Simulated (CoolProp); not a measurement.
A simple Rankine cycle with cyclopentane: condensing at 288.15 K, boiler at 1.9 MPa, turbine inlet 491.4 K, turbine efficiency 0.8, pump efficiency 0.8, no recuperator. Each further row changes one setting.

Model: reference Helmholtz-energy equation of state, Gedanitz 2015, in CoolProp.

| case | thermal efficiency (%) | net work (kJ/kg) | heat in (kJ/kg) | turbine exit temperature (K) | volume ratio over the turbine |
|---|---|---|---|---|---|
| as stated | 22.1 | 156 | 707 | 386.8 | 65.6 |
| turbine inlet 511.4 K | 22.0 | 166 | 754 | 409.0 | 64.4 |
| condensing temperature 280.15 K | … | 168 | 721 | 379.3 | 91.6 |
| boiler pressure 1.33 MPa | … | 149 | 721 | … | 43.9 |
| turbine efficiency 0.7 | 19.3 | 136 | 707 | 398.8 | … |

### Question
What belongs in the gaps?

### Answer

- condensing temperature 280.15 K, thermal efficiency (%): 23.3
- boiler pressure 1.33 MPa, thermal efficiency (%): 20.7
- boiler pressure 1.33 MPa, turbine exit temperature (K): 399.3
- turbine efficiency 0.7, volume ratio over the turbine: 67.6
